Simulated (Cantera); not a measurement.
What does this Cantera script print?

```python
import numpy as np
import cantera as ct

gas = ct.Solution("gri30.yaml")
gas.TPX = 1150, 460000, {'C3H8': 1, 'O2': 9.26, 'N2': 34.8}
reactor = ct.IdealGasConstPressureReactor(gas, energy="on", clone=False)
net = ct.ReactorNet([reactor])
net.rtol, net.atol = 1e-08, 1e-16
show = ['C3H8', 'O2', 'H2O2', 'NO2', 'C2H', 'CH3', 'CH4']
times = np.geomspace(3e-06, 0.7, 16)

steps = ct.SolutionArray(gas, extra=["t"])
rows = []
print(f"{'t/s':>10s}{'T/K':>9s}{'P/Pa':>11s}" + "".join(f"{s:>11s}" for s in show))
for t in times:
    while net.time < t:
        t_next = net.step()
        steps.append(gas.state, t=t_next)
    rows.append([np.interp(t, steps.t, y) for y in (steps.T, steps.P, *steps(*show).X.T)])
    print(f"{t:10.3e}{rows[-1][0]:9.1f}{rows[-1][1]:11.4g}" + "".join(f"{x:11.3e}" for x in rows[-1][2:]))
rate = np.gradient(steps.T, steps.t)
print("integrator steps:", len(steps.t))
if steps.T.max() > steps.T[0] + 200:
    print(f"time of steepest temperature rise: {steps.t[rate.argmax()]:.4e} s")
gas.TPX = 1150, 460000, {'C3H8': 1, 'O2': 9.26, 'N2': 34.8}
gas.equilibrate("HP")
print(f"equilibrium (HP): T = {gas.T:.1f} K  " + "  ".join(f"{s} {gas[s].X[0]:.3e}" for s in show))
```

Result:

```
       t/s      T/K       P/Pa       C3H8         O2       H2O2        NO2        C2H        CH3        CH4
 3.000e-06   1150.0    4.6e+05  2.219e-02  2.055e-01  3.252e-10  3.655e-26  3.153e-27  1.048e-07  9.673e-10
 6.839e-06   1150.0    4.6e+05  2.219e-02  2.055e-01  2.050e-09  7.934e-25  3.911e-26  2.441e-07  5.157e-09
 1.559e-05   1150.0    4.6e+05  2.219e-02  2.055e-01  1.142e-08  1.402e-23  6.588e-25  5.705e-07  2.746e-08
 3.554e-05   1150.0    4.6e+05  2.219e-02  2.055e-01  5.820e-08  2.630e-22  1.842e-23  1.363e-06  1.482e-07
 8.102e-05   1150.0    4.6e+05  2.219e-02  2.055e-01  2.613e-07  6.535e-21  9.343e-22  3.434e-06  8.317e-07
 1.847e-04   1150.0    4.6e+05  2.217e-02  2.055e-01  8.318e-07  2.221e-19  6.254e-20  8.374e-06  4.818e-06
 4.210e-04   1150.0    4.6e+05  2.210e-02  2.054e-01  1.255e-06  4.071e-18  1.329e-18  1.159e-05  2.126e-05
 9.598e-04   1150.2    4.6e+05  2.194e-02  2.053e-01  1.498e-06  3.961e-17  1.263e-17  1.209e-05  6.410e-05
 2.188e-03   1150.7    4.6e+05  2.148e-02  2.051e-01  2.309e-06  3.835e-16  1.371e-16  1.354e-05  1.787e-04
 4.988e-03   1154.9    4.6e+05  1.956e-02  2.036e-01  8.185e-06  8.919e-15  6.173e-15  2.122e-05  6.119e-04
 1.137e-02   2284.0    4.6e+05  6.872e-55  9.135e-02  2.330e-07  1.339e-06  4.004e-27  1.251e-19  2.518e-20
 2.592e-02   2279.7    4.6e+05  5.838e-55  9.028e-02  2.292e-07  4.812e-06  3.497e-27  1.165e-19  2.374e-20
 5.909e-02   2273.2    4.6e+05  4.555e-55  8.871e-02  2.236e-07  9.924e-06  2.853e-27  1.045e-19  2.170e-20
 1.347e-01   2268.2    4.6e+05  3.734e-55  8.748e-02  2.193e-07  1.391e-05  2.426e-27  9.578e-20  2.019e-20
 3.071e-01   2267.0    4.6e+05  3.568e-55  8.721e-02  2.183e-07  1.482e-05  2.338e-27  9.388e-20  1.986e-20
 7.000e-01   2267.0    4.6e+05  3.564e-55  8.720e-02  2.183e-07  1.484e-05  2.336e-27  9.384e-20  1.985e-20
integrator steps: 2162
time of steepest temperature rise: 6.7370e-03 s
equilibrium (HP): T = 2267.0 K  C3H8 6.908e-55  O2 8.720e-02  H2O2 2.183e-07  NO2 1.484e-05  C2H 2.630e-27  CH3 1.444e-19  CH4 3.055e-20
```

Model: GRI-Mech 3.0 (53 species, 325 reactions), integrated in Cantera. GRI-Mech 3.0 was tuned for natural gas; its chemistry of propane as a main component is partial and can be far from experiment.
